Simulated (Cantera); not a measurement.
Charge: 1 mol C₆H₆, 0.008 mol O₂, 8.6 mol N₂, equilibrated at 15.0 bar.

Cantera equilibrium calculation (NASA polynomials, part measured and part estimated; ideal gas, pure solids and liquids). Candidate condensed phases: C, C₆H₆, C₇H₈, C₈H₁₈, H₂O; 136 gas species. Equilibrium is a limit: real reactors are often held back by kinetics, nucleation or transport.

x: gas mole fraction; n: condensed amount in mol.

```json
[
 {"T (°C)": "577", "x N₂": "0.809", "x H₂": "0.0985", "x CH₄": "0.0906", "x CO": "0.000131", "n C(graphite)": "5.04"},
 {"T (°C)": "627", "x N₂": "0.797", "x H₂": "0.126", "x CH₄": "0.0747", "x CO": "0.000263", "n C(graphite)": "5.19"},
 {"T (°C)": "677", "x N₂": "0.785", "x H₂": "0.154", "x CH₄": "0.0592", "x CO": "0.000460", "n C(graphite)": "5.35"},
 {"T (°C)": "727", "x N₂": "0.775", "x H₂": "0.178", "x CH₄": "0.0454", "x CO": "0.000698", "n C(graphite)": "5.49"},
 {"T (°C)": "777", "x N₂": "0.766", "x H₂": "0.198", "x CH₄": "0.0338", "x CO": "0.000922", "n C(graphite)": "5.61"},
 {"T (°C)": "827", "x N₂": "0.759", "x H₂": "0.214", "x CH₄": "(withheld)", "x CO": "(withheld)", "n C(graphite)": "5.71"},
 {"T (°C)": "877", "x N₂": "0.754", "x H₂": "0.226", "x CH₄": "0.0180", "x CO": "0.00121", "n C(graphite)": "5.78"},
 {"T (°C)": "927", "x N₂": "0.750", "x H₂": "0.235", "x CH₄": "(withheld)", "x CO": "0.00128", "n C(graphite)": "5.83"},
 {"T (°C)": "977", "x N₂": "0.748", "x H₂": "0.241", "x CH₄": "0.00959", "x CO": "0.00132", "n C(graphite)": "5.87"},
 {"T (°C)": "1027", "x N₂": "0.746", "x H₂": "0.246", "x CH₄": "0.00711", "x CO": "0.00134", "n C(graphite)": "5.90"},
 {"T (°C)": "1077", "x N₂": "0.744", "x H₂": "0.249", "x CH₄": "0.00535", "x CO": "0.00136", "n C(graphite)": "5.92"},
 {"T (°C)": "1127", "x N₂": "0.743", "x H₂": "0.251", "x CH₄": "0.00408", "x CO": "0.00136", "n C(graphite)": "5.93"}
]
```

Question: Some entries are withheld; supply them.

Answer: 
- 827, x CH₄: 0.0248
- 827, x CO: 0.00109
- 927, x CH₄: 0.0131
